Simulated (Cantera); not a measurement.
## Adiabatic ignition

An adiabatic, constant-pressure homogeneous reactor starts with 9.34 % CH4, 19.0 % O2, 71.6 % N2, at 1500 K and 23.7 atm.

Detailed kinetics in Cantera: GRI-Mech 3.0 (53 species, 325 reactions). The pressure lies above the range GRI-Mech 3.0 was tuned for (to about 10 atm).

```json
[
 {"t (s)": "2.00e-6", "T (K)": "1500", "x CH4": "0.0934", "x O2": "0.190", "x C2H": "<1e-12", "x HCO": "1.08e-11", "x CO2": "1.42e-10", "x HO2": "3.09e-6"},
 {"t (s)": "5.02e-6", "T (K)": "1500", "x CH4": "0.0933", "x O2": "0.190", "x C2H": "<1e-12", "x HCO": "1.33e-10", "x CO2": "4.13e-9", "x HO2": "6.05e-6"},
 {"t (s)": "1.26e-5", "T (K)": "1500", "x CH4": "0.0932", "x O2": "0.190", "x C2H": "<1e-12", "x HCO": "2.13e-9", "x CO2": "1.21e-7", "x HO2": "9.88e-6"},
 {"t (s)": "3.17e-5", "T (K)": "1505", "x CH4": "0.0921", "x O2": "0.190", "x C2H": "<1e-12", "x HCO": "2.09e-8", "x CO2": "1.68e-6", "x HO2": "2.38e-5"},
 {"t (s)": "7.96e-5", "T (K)": "1664", "x CH4": "0.0665", "x O2": "0.166", "x C2H": "7.85e-10", "x HCO": "3.92e-6", "x CO2": "0.000492", "x HO2": "0.000317"},
 {"t (s)": "0.000200", "T (K)": "2941", "x CH4": "<1e-12", "x O2": "0.0146", "x C2H": "<1e-12", "x HCO": "1.51e-7", "x CO2": "0.0626", "x HO2": "1.46e-5"},
 {"t (s)": "0.000502", "T (K)": "2937", "x CH4": "<1e-12", "x O2": "0.0139", "x C2H": "<1e-12", "x HCO": "1.51e-7", "x CO2": "0.0624", "x HO2": "1.39e-5"},
 {"t (s)": "0.00126", "T (K)": "2937", "x CH4": "<1e-12", "x O2": "0.0139", "x C2H": "<1e-12", "x HCO": "1.51e-7", "x CO2": "0.0624", "x HO2": "1.39e-5"},
 {"t (s)": "0.00317", "T (K)": "2937", "x CH4": "<1e-12", "x O2": "0.0139", "x C2H": "<1e-12", "x HCO": "1.51e-7", "x CO2": "0.0624", "x HO2": "1.39e-5"},
 {"t (s)": "0.00796", "T (K)": "2937", "x CH4": "<1e-12", "x O2": "0.0139", "x C2H": "<1e-12", "x HCO": "1.51e-7", "x CO2": "0.0624", "x HO2": "1.39e-5"},
 {"t (s)": "0.0200", "T (K)": "2937", "x CH4": "<1e-12", "x O2": "0.0139", "x C2H": "<1e-12", "x HCO": "1.51e-7", "x CO2": "0.0624", "x HO2": "1.39e-5"},
 {"t (s)": "0.0502", "T (K)": "2937", "x CH4": "<1e-12", "x O2": "0.0139", "x C2H": "<1e-12", "x HCO": "1.51e-7", "x CO2": "0.0624", "x HO2": "1.39e-5"},
 {"t (s)": "0.126", "T (K)": "2937", "x CH4": "<1e-12", "x O2": "0.0139", "x C2H": "<1e-12", "x HCO": "1.51e-7", "x CO2": "0.0624", "x HO2": "1.39e-5"},
 {"t (s)": "0.317", "T (K)": "2937", "x CH4": "<1e-12", "x O2": "0.0139", "x C2H": "<1e-12", "x HCO": "1.51e-7", "x CO2": "0.0624", "x HO2": "1.39e-5"},
 {"t (s)": "0.796", "T (K)": "2937", "x CH4": "<1e-12", "x O2": "0.0139", "x C2H": "<1e-12", "x HCO": "1.51e-7", "x CO2": "0.0624", "x HO2": "1.39e-5"},
 {"t (s)": "2.00", "T (K)": "2937", "x CH4": "<1e-12", "x O2": "0.0139", "x C2H": "<1e-12", "x HCO": "1.51e-7", "x CO2": "0.0624", "x HO2": "1.39e-5"}
]
```
x: mole fraction; the columns are a selection and need not sum to one.

The time of steepest temperature rise comes out as 84.8 µs and the temperature at 2.00 s is 2937 K. The equilibrium temperature comes out as 2937 K and the x(CH4) at 2.00 s is <1e-12 (gas-phase equilibrium <1e-12). The x(O2) at 2.00 s comes out as 0.0139 (gas-phase equilibrium 0.0139). The x(C2H) at 2.00 s comes out as <1e-12 (gas-phase equilibrium <1e-12).
